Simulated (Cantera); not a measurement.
What does this Cantera script print?

```python
import numpy as np
import cantera as ct

gas_names = """
    H H2 N NH NH2 NH3 N2 N2H2 N2H4 Si SiH SiH2 SiH3 SiH4 SiN Si2 Si2N Si3
""".split()
cond_names = """
    Si(cr) Si(L) Si3N4(a)
""".split()


def load(file, names, dense=False):
    # The tables refer to 1 bar. Condensed volumes are neglected.
    table = {s.name: s for s in ct.Species.list_from_file(file)}
    out = []
    for n in names:
        d = dict(table[n].input_data)
        d["thermo"] = dict(d["thermo"], **{"reference-pressure": 1e5})
        if dense:
            d["equation-of-state"] = {"model": "constant-volume", "density": "1e6 g/cm^3"}
        out.append(ct.Species.from_dict(d))
    return out


gas = ct.Solution(thermo="ideal-gas", species=load("nasa_gas.yaml", gas_names))
cond = {s.name: ct.Solution(thermo="fixed-stoichiometry", species=[s], name=s.name)
        for s in load("nasa_condensed.yaml", cond_names, dense=True)}
atoms = {
    'Si3N4': {'Si': 3, 'N': 4},
    'H2': {'H': 2},
}
top_T = {'Si3N4(a)': 2400}  # K; cautious upper limits of use, not melting points


def equilibrate(T, P, feed):
    n = {}
    for name, mol in feed.items():
        for a, k in atoms[name].items():
            n[a] = n.get(a, 0.0) + k * mol
    gas.TPX = T, P, n
    mass = sum(n.values()) * gas.mean_molecular_weight
    gas.equilibrate("TP")
    valid = [c for c in cond.values() if c.min_temp <= T <= top_T.get(c.name, c.max_temp)]
    mix = ct.Mixture([(gas, mass / gas.mean_molecular_weight)] + [(c, 0.0) for c in valid])
    mix.T, mix.P = T, P
    mix.equilibrate("TP", solver="vcs", rtol=1e-11, max_steps=5000)
    return mix


results = []
feed = {'Si3N4': 1, 'H2': 0.041}  # mol
P = 6500  # Pa
for T in [2050, 2125, 2200, 2275, 2350, 2425, 2500, 2575]:
    mix = equilibrate(T, P, feed)
    results.append((T, P, feed, dict(zip(mix.species_names, mix.species_moles))))
    x = sorted(zip(gas.X, gas.species_names), reverse=True)
    print(f"T = {T:g} K  P = {P:g} Pa  gas = {mix.phase_moles(0):.4g} mol")
    print("   x: " + "  ".join(f"{s} {v:.3e}" for v, s in x if v > 0.001))
    print("   condensed (mol): " + ("  ".join(f"{mix.phase(i).name} {mix.phase_moles(i):.4g}"
          for i in range(1, mix.n_phases) if mix.phase_moles(i) > 1e-12) or "none"))
```

Output:

```
T = 2050 K  P = 6500 Pa  gas = 2.045 mol
   x: N2 9.780e-01  H2 1.941e-02  H 1.240e-03  Si 1.189e-03
   condensed (mol): Si(L) 2.997
T = 2125 K  P = 6500 Pa  gas = 2.049 mol
   x: N2 9.760e-01  H2 1.900e-02  Si 2.671e-03  H 1.963e-03
   condensed (mol): Si(L) 2.993
T = 2200 K  P = 6500 Pa  gas = 2.057 mol
   x: N2 9.722e-01  H2 1.839e-02  Si 5.673e-03  H 2.996e-03
   condensed (mol): Si(L) 2.986
T = 2275 K  P = 6500 Pa  gas = 2.071 mol
   x: N2 9.654e-01  H2 1.751e-02  Si 1.146e-02  H 4.407e-03
   condensed (mol): Si(L) 2.972
T = 2350 K  P = 6500 Pa  gas = 2.097 mol
   x: N2 9.531e-01  Si 2.211e-02  H2 1.630e-02  H 6.246e-03
   condensed (mol): Si(L) 2.946
T = 2425 K  P = 6500 Pa  gas = 2.143 mol
   x: N2 9.321e-01  Si 4.095e-02  H2 1.468e-02  H 8.505e-03  SiN 1.141e-03  Si2N 1.065e-03
   condensed (mol): Si(L) 2.899
T = 2500 K  P = 6500 Pa  gas = 2.225 mol
   x: N2 8.971e-01  Si 7.304e-02  H2 1.260e-02  H 1.107e-02  Si2 1.950e-03  SiN 1.776e-03  Si2N 1.575e-03
   condensed (mol): Si(L) 2.814
T = 2575 K  P = 6500 Pa  gas = 2.373 mol
   x: N2 8.404e-01  Si 1.259e-01  H 1.363e-02  H2 1.007e-02  Si2 3.741e-03  SiN 2.655e-03  Si2N 2.242e-03
   condensed (mol): Si(L) 2.66
```

Cantera equilibrium calculation (NASA polynomials, part measured and part estimated; ideal gas, pure solids and liquids). The tables' values for SiN are old estimates; treat these amounts as uncertain. Gases not in the tables: Si2H6 and higher silanes.
